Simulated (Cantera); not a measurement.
Gas mixture: O₂ = 0.86 (molar parts), at 0.133 bar, frozen composition.

Cantera's kinetic-theory transport with the Lennard-Jones parameters of GRI-Mech 3.0, ideal gas; thermal conductivity in the mixture-averaged form.

D: mixture-averaged diffusion coefficient of that species in the mixture.

| T (K) | ρ (kg/m³) | cp (J/kg/K) | μ (µPa s) | λ (mW/m/K) | Pr | D (cm²/s) O | D (cm²/s) N₂ | D (cm²/s) CH₄ |
|---|---|---|---|---|---|---|---|---|
| 400 | 0.128 | 941.4 | 25.6 | 33.9 | 0.713 | 4.13 | 2.62 | 2.86 |
| 500 | 0.103 | 971.4 | 30.0 | 41.1 | 0.709 | 6.05 | 3.85 | 4.22 |
| 600 | 0.0855 | 1003 | ? | ? | 0.709 | ? | ? | ? |
| 700 | 0.0733 | 1031 | 37.8 | 55.0 | 0.709 | 10.7 | 6.81 | 7.51 |
| 800 | 0.0641 | 1055 | 41.4 | ? | 0.710 | ? | ? | ? |
| 900 | 0.0570 | 1074 | 44.7 | 67.6 | 0.710 | 16.3 | 10.4 | 11.5 |
| 1000 | 0.0513 | 1090 | 47.9 | 73.6 | 0.710 | 19.4 | 12.4 | 13.7 |

Q: Some entries are withheld; supply them.

A: 
- 600, μ (µPa s): 34.1
- 600, λ (mW/m/K): 48.2
- 600, D (cm²/s) O: 8.23
- 600, D (cm²/s) N₂: 5.25
- 600, D (cm²/s) CH₄: 5.78
- 800, λ (mW/m/K): 61.4
- 800, D (cm²/s) O: 13.3
- 800, D (cm²/s) N₂: 8.53
- 800, D (cm²/s) CH₄: 9.41
